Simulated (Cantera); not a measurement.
An isothermal, constant-pressure homogeneous reactor starts with 69.4 % NO, 30.6 % N2, at 1698 K and 13300 Pa.

Computed with Cantera and GRI-Mech 3.0 (53 species, 325 reactions).

Question: Predict: x(NO) at 10.0 s; x(NO2) at 10.0 s; x(O) at 10.0 s; x(N2O) at 10.0 s; x(N2) at 10.0 s.

Answer: 
```
Quantity                                            Result
----------------  ----------------------------------------
x(NO) at 10.0 s      0.590 (gas-phase equilibrium 0.00337)
x(NO2) at 10.0 s  0.000339 (gas-phase equilibrium 4.96e-6)
x(O) at 10.0 s     3.01e-5 (gas-phase equilibrium 7.09e-5)
x(N2O) at 10.0 s  0.000123 (gas-phase equilibrium 6.54e-8)
x(N2) at 10.0 s        0.358 (gas-phase equilibrium 0.651)
```
